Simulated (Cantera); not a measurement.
Feed: 1 mol CF4, 2.6 mol H2, held at 2823.15 K and 10.0 Torr.

Method: chemical equilibrium by Gibbs-energy minimisation in Cantera with the NASA 1993 tables (ideal gas, pure condensed phases). Candidate condensed phases: C, C6H6, C7H8, C8H18; 95 gas species. Rates play no part.

Base state: HF 0.776, H 0.160, H2 0.0434, F 0.0126, C3 0.00314, C2H2 (acetylene) 0.00156, CF 0.000986, C2H 0.000756 (mole fractions); condensed: C(graphite).

### Question
What changes in the equilibrium state with this change: H2 from 2.6 to 0.089 mol?

### Answer
```
species             before     after
----------------  --------  --------
F                   0.0126     0.766
CF2                3.23e-5     0.119
CF                0.000986    0.0599
HF                   0.776    0.0495
H                    0.160  0.000168
H2                  0.0434   4.77e-8
C2H2 (acetylene)   0.00156   1.72e-9
CF3                2.03e-9  0.000455
C(graphite), mol     0.916     0.317
```
